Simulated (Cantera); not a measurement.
Input: 1 mol CF₄, 0.65 mol HCl, 0.16 mol H₂, equilibrated at 3.60 Pa.

Cantera equilibrium calculation (NASA polynomials, part measured and part estimated; ideal gas, pure solids and liquids). Candidate condensed phases: C, C₆H₆, C₇H₈, C₈H₁₈; 118 gas species. Condensed phases not in the tables: fluorocarbon polymer. Gases not in the tables: C₂F₆ and larger saturated fluorocarbons. Kinetics and transport are ignored.

log p: log10 of the partial pressure in bar; n: condensed amount in mol.

| T (K) | log p CF₄ | log p HF | log p Cl | log p HCl | log p Cl₂ | log p CClF₃ | n C(graphite) |
|---|---|---|---|---|---|---|---|
| 800 | -4.79 | -5.02 | -7.90 | -5.07 | -5.75 | -7.13 | 0.128 |
| 850 | -4.81 | -4.96 | -7.36 | -5.16 | -5.62 | -7.10 | 0.146 |
| 900 | -4.82 | -4.92 | -6.89 | -5.25 | -5.53 | -7.09 | 0.164 |
| 950 | -4.83 | -4.89 | (withheld) | (withheld) | -5.47 | -7.09 | 0.179 |
| 1000 | -4.84 | -4.86 | -6.13 | -5.45 | -5.44 | -7.10 | 0.192 |
| 1050 | -4.86 | -4.85 | -5.83 | -5.57 | -5.45 | -7.13 | 0.203 |
| 1100 | -4.87 | -4.84 | -5.57 | -5.70 | -5.50 | -7.18 | 0.212 |
| 1150 | -4.89 | -4.83 | -5.36 | -5.85 | -5.60 | -7.26 | 0.220 |
| 1200 | -4.91 | -4.83 | -5.21 | -6.03 | -5.77 | -7.37 | 0.227 |
| 1250 | -4.92 | -4.83 | (withheld) | (withheld) | (withheld) | (withheld) | 0.233 |
| 1300 | -4.93 | -4.83 | -5.06 | -6.47 | -6.31 | -7.67 | 0.237 |
| 1350 | -4.93 | -4.83 | -5.03 | -6.71 | -6.63 | -7.84 | 0.239 |

What belongs in the gaps?


- 950, log p Cl: -6.49
- 950, log p HCl: -5.35
- 1250, log p Cl: -5.11
- 1250, log p HCl: -6.24
- 1250, log p Cl₂: -6.01
- 1250, log p CClF₃: -7.51
